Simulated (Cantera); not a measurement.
Charge: 1 mol borazine, 1.1 mol N2, equilibrated at 1827 °C and 1.00 Torr.

Cantera equilibrium calculation (NASA polynomials, part measured and part estimated; ideal gas, pure solids and liquids). Candidate condensed phases: B, BN; 15 gas species. The feed counts by its element totals alone. Mutual solubility and eutectic melting of coexisting phases are not modelled. The tables' values for BH2 are old estimates; treat these amounts as uncertain. The numbers say what is thermodynamically allowed, not how fast it happens.

Base state: H2 0.569, N2 0.366, H 0.0644, B 0.000487, BH2 0.000460, BH 2.17e-5 (mole fractions); condensed: B(s) + BN(s).

### Question
What changes in the equilibrium state with this change: borazine replaced by BF3?

### Answer
```csv
species,before,after
N2,0.366,0.522
BF3,0,0.470
F,0,0.00397
H2,0.569,0
H,0.0644,0
BF2,0,0.00394
B,0.000487,<1e-9
BH2,0.000460,0
BH,2.17e-5,0
BF,0,1.87e-5
"B(s), mol",1.44,0
"BN(s), mol",1.55,0
```
The tables' values for BF2 are old estimates; treat these amounts as uncertain.
